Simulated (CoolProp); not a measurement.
A single-stage vapour-compression cycle with the fluid: evaporating at 314.15 K (dew point), condensing at 363.15 K (bubble point), superheat 2 K, subcooling 0 K, compressor efficiency 0.9, no pressure losses. The same conditions are run with several fluids, on thermodynamics alone (safety and materials aside).

Computed with CoolProp (reference Helmholtz-energy equation of state of each fluid (ethanol: Schroeder 2014; vinyl chloride: Thol 2022; R11: Jacobsen 1992; the fluoroketone C6F12O (FK-5-1-12): McLinden 2015; R142b: Lemmon 2006; 1,2-dichloroethane: Thol 2015)).

| fluid | cooling COP | pressure ratio | discharge temperature (K) | refrigerating effect (kJ/kg) | volumetric capacity (kJ/m³) |
|---|---|---|---|---|---|
| ethanol | 5.11 | 8.36 | 411.3 | 768 | 256 |
| vinyl chloride | 4.60 | [?] | 384.9 | [?] | 3740 |
| R11 | 4.79 | 3.67 | 370.2 | 130 | 1290 |
| the fluoroketone C6F12O (FK-5-1-12) | 3.11 | [?] | 363.2 | 36.1 | 348 |
| R142b | 4.17 | [?] | 367.2 | 121 | [?] |
| 1,2-dichloroethane | 5.11 | 5.74 | 381.9 | 283 | 231 |

### Question
Some entries are withheld; supply them.

### Answer

- vinyl chloride, pressure ratio: 3.07
- vinyl chloride, refrigerating effect (kJ/kg): 228
- the fluoroketone C6F12O (FK-5-1-12), pressure ratio: 4.57
- R142b, pressure ratio: 3.17
- R142b, volumetric capacity (kJ/m³): 2840

The compression ends wet for: the fluoroketone C6F12O (FK-5-1-12).
